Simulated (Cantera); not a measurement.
Feed: 1 mol SiCl4, 1.4 mol C2H2, 260 mol H2, equilibrated at 1850 K and 0.100 bar.

Method: chemical equilibrium by Gibbs-energy minimisation in Cantera with the NASA 1993 tables (ideal gas, pure condensed phases). Candidate condensed phases: C, C6H6, C7H8, C8H18, Si, SiC; 109 gas species. The numbers say what is thermodynamically allowed, not how fast it happens.

Base state: H2 0.983, HCl 0.0151, H 0.00169, C2H2 (acetylene) 0.000257, CH4 6.32e-5, SiCl2 2.02e-5, Cl 1.97e-5 (mole fractions); condensed: C(graphite) + SiC(s).

### Question
What changes in the equilibrium state with this change: pressure from 0.100 bar to 13.3 mbar?

### Answer
```csv
species,before,after
H2,0.983,0.980
HCl,0.0151,0.0151
H,0.00169,0.00462
SiCl2,2.02e-5,2.01e-5
CH4,6.32e-5,8.38e-6
Si,1.94e-6,1.46e-5
"C(graphite), mol",1.65,1.67
"SiC(s), mol",0.993,0.989
```
